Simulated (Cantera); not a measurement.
What does this Cantera script print?

```python
import numpy as np
import cantera as ct

gas = ct.Solution("h2o2.yaml")
gas.TPX = 425, 101325, {'H2': 1, 'O2': 1.22, 'N2': 4.59}
inlet = ct.Reservoir(gas, clone=True)
gas.equilibrate("HP")  # start burning
reactor = ct.IdealGasConstPressureReactor(gas, energy="on", clone=False)
exhaust = ct.Reservoir(gas, clone=True)
tau = [0.27, 0.1, 0.041, 0.016, 0.0063, 0.0025, 0.00097, 0.00038, 0.00015, 5.8e-05, 2.3e-05, 9e-06][0]
for a, b in ((inlet, reactor), (reactor, exhaust)):
    ct.MassFlowController(a, b, mdot=lambda t: reactor.mass / tau)
net = ct.ReactorNet([reactor])
show = ['H2', 'O2', 'HO2', 'H2O2', 'H']

rows = []
print(f"{'tau/s':>10s}{'T/K':>9s}" + "".join(f"{s:>11s}" for s in show))
for tau in [0.27, 0.1, 0.041, 0.016, 0.0063, 0.0025, 0.00097, 0.00038, 0.00015, 5.8e-05, 2.3e-05, 9e-06]:
    net.initial_time = 0.0
    net.advance(30 * tau)
    before = gas.X
    net.advance(40 * tau)
    drift = np.max(np.abs(gas.X - before) / (gas.X + 1e-9))
    rows.append([gas.T, *gas[show].X, drift])
    print(f"{tau:10.3e}{gas.T:9.1f}" + "".join(f"{x:11.3e}" for x in gas[show].X))
```

It prints:

```
     tau/s      T/K         H2         O2        HO2       H2O2          H
 2.700e-01   1554.1  6.534e-05  1.139e-01  1.785e-06  1.346e-07  4.006e-06
 1.000e-01   1552.3  1.263e-04  1.139e-01  3.284e-06  2.134e-07  1.083e-05
 4.100e-02   1549.7  2.283e-04  1.138e-01  5.621e-06  3.174e-07  2.656e-05
 1.600e-02   1545.2  4.254e-04  1.137e-01  9.677e-06  4.754e-07  6.828e-05
 6.300e-03   1537.7  7.848e-04  1.136e-01  1.595e-05  7.027e-07  1.724e-04
 2.500e-03   1524.7  1.433e-03  1.135e-01  2.483e-05  1.037e-06  4.248e-04
 9.700e-04   1501.5  2.646e-03  1.134e-01  3.663e-05  1.581e-06  1.037e-03
 3.800e-04   1461.3  4.892e-03  1.137e-01  5.063e-05  2.528e-06  2.377e-03
 1.500e-04   1393.2  9.488e-03  1.153e-01  6.736e-05  4.391e-06  4.927e-03
 5.800e-05   1257.6  2.458e-02  1.227e-01  9.570e-05  8.654e-06  8.203e-03
 2.300e-05    425.0  1.468e-01  1.791e-01 -2.073e-18 -2.513e-19 -1.751e-23
 9.000e-06    425.0  1.468e-01  1.791e-01 -2.444e-21 -2.961e-22 -1.954e-26
```

Cantera simulation using the H2/O2 subset of GRI-Mech 3.0, which has no nitrogen chemistry; the numbers are that mechanism's predictions, not measurements.
